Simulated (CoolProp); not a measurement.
Properties of ethylene along the isotherm 20.55 °C (Tc = 9.2 °C, pc = 5.042 MPa, ω = 0.087).

The numbers come from the reference Helmholtz-energy equation of state, Smukala 2000 in CoolProp.

| p (MPa) | phase | Z | cv (kJ/(kg K)) |
|---|---|---|---|
| 0.756 | gas | 0.9539 | 1.238 |
| 1.51 | gas | 0.9047 | 1.263 |
| 2.27 | gas | 0.8512 | 1.293 |
| 3.03 | gas | 0.7923 | 1.329 |
| 3.78 | gas | 0.7269 | 1.375 |
| 4.54 | gas | 0.6493 | 1.436 |
| 5.29 | supercritical | 0.5527 | 1.529 |
| 6.05 | supercritical | 0.4082 | 1.694 |
| 6.81 | supercritical | 0.2966 | 1.620 |
| 7.56 | supercritical | 0.2895 | 1.537 |
